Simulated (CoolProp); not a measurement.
Properties of nitrogen along the isotherm -168.15 °C.

Computed with CoolProp (reference Helmholtz-energy equation of state, Span 2000).

| p (bar) | phase | cp (kJ/(kg K)) | cv (kJ/(kg K)) | isothermal compressibility (1/MPa) | viscosity (µPa s) |
|---|---|---|---|---|---|
| 1.7 | gas | 1.088 | 0.7554 | 6.064 | 7.32 |
| 3.4 | gas | 1.146 | 0.7706 | 3.140 | 7.42 |
| 5.09 | gas | 1.219 | 0.7881 | 2.185 | 7.52 |
| 6.79 | gas | 1.312 | 0.8092 | 1.720 | 7.64 |
| 8.49 | gas | 1.437 | 0.8354 | 1.463 | 7.77 |
| 10.2 | gas | 1.621 | 0.8708 | 1.320 | 7.92 |
| 11.9 | liquid | 2.468 | 0.9713 | 0.01295 | 65.6 |
| 13.6 | liquid | 2.451 | 0.9711 | 0.01264 | 66.0 |
| 15.3 | liquid | 2.434 | 0.9709 | 0.01235 | 66.4 |
| 17 | liquid | 2.419 | 0.9708 | 0.01208 | 66.8 |

Viscosity comes from a separate model (Lemmon 2004).
